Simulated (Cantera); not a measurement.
A diamond (100) surface in a fixed gas of H2 with x(CH4) = 0.003, x(CH3) = 1.9e-05, at 1250 K, 0.0168 atm; coverages are run to steady state.

Model: the Harris–Goodwin 1993 mechanism for the reconstructed diamond (100) surface, integrated in Cantera.

θ: site fractions in the mechanism's names (c6HH fully hydrogenated, c6H* and c6*H radical sites, c6** diradical, c6HM methylated).

```tsv
x(H)	growth (µm/h)	θ c6HH	θ c6H*	θ c6*H	θ c6**
0.0001	(withheld)	0.638	0.0282	0.329	0.00465
0.00024	(withheld)	0.533	0.0360	0.420	0.0113
0.00059	(withheld)	0.466	0.0406	0.473	0.0207
0.0014	(withheld)	0.432	0.0426	0.496	0.0288
0.0035	(withheld)	0.416	0.0434	0.506	0.0344
0.0084	(withheld)	0.409	0.0438	0.510	0.0371
0.02	(withheld)	0.406	0.0439	0.511	0.0383
0.049	(withheld)	0.405	0.0441	0.512	0.0389
0.12	(withheld)	0.405	0.0444	0.512	0.0392
```

**Question.** Some entries are withheld; supply them.

**Answer.** 
- 0.0001, growth (µm/h): 0.00201
- 0.00024, growth (µm/h): 0.00732
- 0.00059, growth (µm/h): 0.0174
- 0.0014, growth (µm/h): 0.0291
- 0.0035, growth (µm/h): 0.0431
- 0.0084, growth (µm/h): 0.0633
- 0.02, growth (µm/h): 0.0995
- 0.049, growth (µm/h): 0.162
- 0.12, growth (µm/h): 0.244
